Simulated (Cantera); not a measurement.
A Cantera script and its output.

```python
import numpy as np
import cantera as ct

gas = ct.Solution("gri30.yaml")
gas.TPX = 1475, 1700000, {'CH4': 0.00024, 'O2': 0.012, 'N2': 1}
reactor = ct.IdealGasConstPressureReactor(gas, energy="off", clone=False)
net = ct.ReactorNet([reactor])
net.rtol, net.atol = 1e-08, 1e-18
show = ['CH4', 'O2', 'CH2', 'CH2CO', 'CO2']
times = np.geomspace(1e-05, 70, 10)

steps = ct.SolutionArray(gas, extra=["t"])
rows = []
print(f"{'t/s':>10s}{'T/K':>9s}{'P/Pa':>11s}" + "".join(f"{s:>11s}" for s in show))
for t in times:
    while net.time < t:
        t_next = net.step()
        steps.append(gas.state, t=t_next)
    rows.append([np.interp(t, steps.t, y) for y in (steps.T, steps.P, *steps(*show).X.T)])
    print(f"{t:10.3e}{rows[-1][0]:9.1f}{rows[-1][1]:11.4g}" + "".join(f"{x:11.3e}" for x in rows[-1][2:]))
rate = np.gradient(steps.T, steps.t)
print("integrator steps:", len(steps.t))
if steps.T.max() > steps.T[0] + 200:
    print(f"time of steepest temperature rise: {steps.t[rate.argmax()]:.4e} s")
gas.TPX = 1475, 1700000, {'CH4': 0.00024, 'O2': 0.012, 'N2': 1}
gas.equilibrate("TP")
print(f"equilibrium (TP): T = {gas.T:.1f} K  " + "  ".join(f"{s} {gas[s].X[0]:.3e}" for s in show))
```

It prints:

```
       t/s      T/K       P/Pa        CH4         O2        CH2      CH2CO        CO2
 1.000e-05   1475.0    1.7e+06  2.371e-04  1.185e-02  1.967e-15  9.281e-21  3.441e-14
 5.762e-05   1475.0    1.7e+06  2.370e-04  1.185e-02  1.008e-13  1.301e-16  1.011e-11
 3.320e-04   1475.0    1.7e+06  2.351e-04  1.185e-02  2.022e-11  8.795e-12  7.870e-09
 1.913e-03   1475.0    1.7e+06  9.961e-08  1.145e-02  9.338e-12  1.573e-08  8.748e-05
 1.102e-02   1475.0    1.7e+06  4.451e-16  1.139e-02  8.635e-16  3.971e-12  2.172e-04
 6.351e-02   1475.0    1.7e+06  7.195e-17  1.138e-02  1.523e-17  1.504e-13  2.369e-04
 3.659e-01   1475.0    1.7e+06  4.843e-17  1.138e-02  7.750e-18  8.320e-14  2.371e-04
 2.108e+00   1475.0    1.7e+06  1.555e-17  1.138e-02  2.489e-18  2.671e-14  2.371e-04
 1.215e+01   1475.0    1.7e+06  2.265e-20  1.138e-02  3.698e-21  3.831e-17  2.371e-04
 7.000e+01   1475.0    1.7e+06  1.014e-24  1.138e-02  3.673e-25 -8.117e-24  2.371e-04
integrator steps: 1521
equilibrium (TP): T = 1475.0 K  CH4 2.068e-35  O2 1.124e-02  CH2 2.286e-36  CH2CO 3.937e-40  CO2 2.371e-04
```

Computed with Cantera and GRI-Mech 3.0 (53 species, 325 reactions). The pressure lies above the range GRI-Mech 3.0 was tuned for (to about 10 atm).
